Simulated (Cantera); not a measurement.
# Adiabatic ignition

An adiabatic, constant-volume homogeneous reactor starts with CO : H2 : O2 : N2 : H2O = 1 : 0.39 : 1.1 : 4.15 : 0.45 (molar parts), at 975 K and 1.00 bar.

Detailed kinetics in Cantera: GRI-Mech 3.0 (53 species, 325 reactions).

```csv
t (s),T (K),P (bar),x CO,x H2,x O2,x HO2,x H2O2,x N2O
1.00e-5,975,1.00,0.141,0.0550,0.155,9.79e-11,<1e-12,<1e-12
2.59e-5,975,1.00,0.141,0.0550,0.155,6.02e-10,<1e-12,<1e-12
6.69e-5,975,1.00,0.141,0.0550,0.155,3.28e-9,2.48e-12,<1e-12
0.000173,975,1.00,0.141,0.0550,0.155,1.46e-8,3.07e-11,<1e-12
0.000448,975,1.00,0.141,0.0550,0.155,6.90e-8,3.60e-10,<1e-12
0.00116,975,1.00,0.141,0.0550,0.155,7.43e-7,8.04e-9,<1e-12
0.00299,978,1.00,0.141,0.0548,0.155,6.03e-5,1.67e-5,4.80e-11
0.00775,2530,2.37,0.0154,0.00215,0.0649,8.77e-6,3.59e-7,8.42e-7
0.0200,2521,2.36,0.0151,0.00211,0.0620,8.28e-6,3.44e-7,8.81e-7
0.0518,2520,2.36,0.0150,0.00211,0.0616,8.21e-6,3.42e-7,8.89e-7
0.134,2520,2.36,0.0150,0.00211,0.0616,8.21e-6,3.42e-7,8.89e-7
0.347,2520,2.36,0.0150,0.00211,0.0616,8.21e-6,3.42e-7,8.89e-7
0.897,2520,2.36,0.0150,0.00211,0.0616,8.21e-6,3.42e-7,8.89e-7
2.32,2520,2.36,0.0150,0.00211,0.0616,8.21e-6,3.42e-7,8.89e-7
6.00,2520,2.36,0.0150,0.00211,0.0616,8.21e-6,3.42e-7,8.89e-7
```
x: mole fraction; the columns are a selection and need not sum to one.

```
Property                                                            Result
---------------------------------  ---------------------------------------
time of steepest temperature rise                                  4.08 ms
temperature at 6.00 s                                               2520 K
equilibrium temperature                                             2520 K
x(CO) at 6.00 s                      0.0150 (gas-phase equilibrium 0.0150)
x(H2) at 6.00 s                    0.00211 (gas-phase equilibrium 0.00211)
x(O2) at 6.00 s                      0.0616 (gas-phase equilibrium 0.0616)
```
